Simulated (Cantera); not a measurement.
# Gas activation for diamond growth

An isothermal, constant-pressure homogeneous reactor starts with 2.34 % CH₄, 97.7 % H₂, at 2275 K and 18.0 Torr.

Computed with Cantera and GRI-Mech 3.0 (53 species, 325 reactions). GRI-Mech 3.0 stops at C3 and has no aromatics, soot or wall deposition, so with more carbon than oxygen in the feed, carbon stays in small species such as C2H2 where larger ones or solid carbon would form. Radical loss at walls, strong at low pressure, is not modelled.

| t (s) | x CH₄ | x H₂ | x H | x CH₃ | x CH₂ | x C₂H₂ |
|---|---|---|---|---|---|---|
| 2.00e-6 | 0.0234 | 0.977 | 1.27e-5 | 1.13e-5 | 1.20e-10 | <1e-12 |
| 6.32e-6 | 0.0234 | 0.977 | 4.34e-5 | 3.25e-5 | 1.28e-9 | <1e-12 |
| 2.00e-5 | 0.0233 | 0.976 | 0.000152 | 8.78e-5 | 1.37e-8 | 8.28e-11 |
| 6.32e-5 | 0.0232 | 0.976 | 0.000508 | 0.000247 | 1.54e-7 | 9.74e-9 |
| 0.000200 | 0.0227 | 0.975 | 0.00163 | 0.000730 | 1.60e-6 | 1.03e-6 |
| 0.000632 | 0.0210 | 0.972 | 0.00506 | 0.00206 | 1.33e-5 | 8.25e-5 |
| 0.00200 | 0.0148 | 0.966 | 0.0129 | 0.00370 | 5.39e-5 | 0.00217 |
| 0.00632 | 0.00430 | 0.966 | 0.0198 | 0.00165 | 4.27e-5 | 0.00837 |
| 0.0200 | 0.000653 | 0.962 | 0.0262 | 0.000334 | 1.30e-5 | 0.0108 |
| 0.0632 | 9.74e-5 | 0.955 | 0.0334 | 6.40e-5 | 3.31e-6 | 0.0112 |
| 0.200 | 1.73e-5 | 0.945 | 0.0435 | 1.50e-5 | 1.03e-6 | 0.0112 |
| 0.632 | 8.66e-6 | 0.937 | 0.0523 | 9.07e-6 | 7.55e-7 | 0.0111 |
| 2.00 | 8.25e-6 | 0.935 | 0.0534 | 8.84e-6 | 7.52e-7 | 0.0111 |
| 6.32 | 8.25e-6 | 0.935 | 0.0534 | 8.84e-6 | 7.52e-7 | 0.0111 |
| 20.0 | 8.25e-6 | 0.935 | 0.0534 | 8.84e-6 | 7.52e-7 | 0.0111 |
x: mole fraction; the columns are a selection and need not sum to one.

Equilibrium at this temperature and pressure: CH₄ 8.31e-6, H₂ 0.935, H 0.0534, CH₃ 8.90e-6, CH₂ 7.57e-7, C₂H₂ 0.0111 (gas phase only).
